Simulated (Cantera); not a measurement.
Charge: 1 mol MgO, a varied amount of H2S, 0.074 mol CO2, held at 1 atm.

Equilibrium computed with Cantera from the NASA thermochemical tables; the gas is ideal and each condensed phase is pure. Candidate condensed phases: C, C6H6, C7H8, C8H18, H2O, H2SO4, Mg, MgCO3, MgO, Mg(OH)2, MgS, MgSO4, S; 130 gas species. Mutual solubility and eutectic melting of coexisting phases are not modelled. Kinetics and transport are ignored.

Problem. What condenses at these points (T in °C, n(H2S) in mol): (925, 4.1); (625, 1.4); (1625, 0.23); (1325, 2); (1225, 0.077)?

Solution. 
```json
[
 {"T (°C)": "925", "n(H2S) in mol": "4.1", "condensed phases": "MgO + MgS", "Mg condensed (%)": "100.0"},
 {"T (°C)": "625", "n(H2S) in mol": "1.4", "condensed phases": "MgO", "Mg condensed (%)": "100.0"},
 {"T (°C)": "1625", "n(H2S) in mol": "0.23", "condensed phases": "MgO", "Mg condensed (%)": "100.0"},
 {"T (°C)": "1325", "n(H2S) in mol": "2", "condensed phases": "MgO + MgS", "Mg condensed (%)": "100.0"},
 {"T (°C)": "1225", "n(H2S) in mol": "0.077", "condensed phases": "MgO", "Mg condensed (%)": "100.0"}
]
```
